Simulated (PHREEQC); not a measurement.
Dissolve 0.19 mol/kgw HCl at 25 °C. Closed to the air; pH follows from the charge balance.

The numbers come from PHREEQC with the ion-association model, phreeqc.dat.

Each row changes one thing in this solution. Precipitation was switched off in this run.

```tsv
case	pH	ionic strength (mol/kgw)
as made	0.82	0.190
temperature from 25 to 40 °C	0.82	0.190
HCl from 0.19 to 1.9 mol/kgw	…	1.90
HCl replaced by MnCl2 at the same molality	5.99	…
HCl from 0.19 to 0.95 mol/kgw	0.15	0.950
0.0039 mol/kgw NaHS added	0.83	0.190
HCl from 0.19 to 0.38 mol/kgw	0.53	0.380
HCl from 0.19 to 0.209 mol/kgw	0.78	0.209
temperature from 25 to 50 °C	0.82	0.190
```

Task: Some entries are withheld; supply them.

Result: 
- HCl from 0.19 to 1.9 mol/kgw, pH: -0.14
- HCl replaced by MnCl2 at the same molality, ionic strength (mol/kgw): 0.470

The ionic strength passes 0.7 mol/kgw, the rough limit of the ion-association models, in HCl from 0.19 to 1.9 mol/kgw; HCl from 0.19 to 0.95 mol/kgw. At this temperature some constants are extrapolated from 25 °C, and those without enthalpy data are left unchanged.
